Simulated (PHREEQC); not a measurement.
Make-up at 25 °C: 0.017 mol/kgw HF and 0.01 mol/kgw NaF. Closed to the air; pH follows from the charge balance.

Computed with PHREEQC (ion-association model, wateq4f.dat).

No solid was allowed to form.

Task: Predict the pH, ionic strength.

Result: pH 2.99; ionic strength 0.0111 mol/kgw.

Task: In which forms is F present?

Result: HF 53 %, F- 39 %, HF2- 4.3 %, H2F2 3.9 % of the F.

Species that the database lacks are ignored.
